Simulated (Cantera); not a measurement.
A Cantera script and what it prints.

```python
import numpy as np
import cantera as ct

gas_names = """
    CL CL2 H HCL H2 N NH NH2 NH3 N2 N2H2 N2H4 Si SiCL SiCL2 SiCL3 SiCL4 SiH SiHCL3 SiH2 SiH2CL2 SiH3
    SiH3CL SiH4 SiN Si2 Si2N Si3
""".split()
cond_names = """
    NH4CL(a) NH4CL(b) Si(cr) Si(L) Si3N4(a)
""".split()


# ... load() reads the species with a 1 bar reference pressure and builds the phases ...
atoms = {
    'SiHCl3': {'Si': 1, 'H': 1, 'CL': 3},
    'Cl2': {'CL': 2},
    'N2': {'N': 2},
}
top_T = {'Si3N4(a)': 2400}  # K; cautious upper limits of use, not melting points


# ... equilibrate(T, P, feed) seeds the gas with the atoms and calls Mixture.equilibrate('TP', solver="vcs", rtol=1e-11, max_steps=5000) ...
results = []
feed = {'SiHCl3': 1, 'Cl2': 0.2, 'N2': 23}  # mol
T = 1375  # K
P = 430  # Pa
mix = equilibrate(T, P, feed)
results.append((T, P, feed, dict(zip(mix.species_names, mix.species_moles))))
print(gas.report(threshold=0.001))
for i in range(1, mix.n_phases):
    print(f"{mix.phase(i).name:16s} {mix.phase_moles(i):12.5e} mol")
```

It prints:

```
       temperature   1375 K
          pressure   430 Pa
           density   0.0011975 kg/m^3
  mean mol. weight   31.838 kg/kmol
   phase of matter   gas

                          1 kg             1 kmol
                     ---------------   ---------------
          enthalpy        6.1265e+05        1.9506e+07  J
   internal energy        2.5357e+05        8.0732e+06  J
           entropy            9209.9        2.9323e+05  J/K
    Gibbs function       -1.2051e+07       -3.8368e+08  J
 heat capacity c_p            1125.5             35833  J/K
 heat capacity c_v            864.33             27519  J/K

                      mass frac. Y      mole frac. X     chem. pot. / RT
                     ---------------   ---------------   ---------------
               HCL           0.04211          0.036774           -41.972
                H2         0.0001117         0.0017641           -30.142
                N2           0.81396           0.92508           -31.276
             SiCL2          0.059665          0.019191           -62.921
             SiCL3          0.027958         0.0066214           -89.822
             SiCL4          0.056013          0.010497           -116.72
     [  +22 minor]        0.00017921        7.2346e-05

Si(cr)            0.00000e+00 mol
Si3N4(a)          3.30095e-02 mol
```

Method: chemical equilibrium by Gibbs-energy minimisation in Cantera with the NASA 1993 tables (ideal gas, pure condensed phases). N2 is the only nitrogen source here; it is nearly inert below about 1500 K, so the nitride shown seldom forms there in practice. The tables' values for SiCl3 are old estimates; treat these amounts as uncertain.
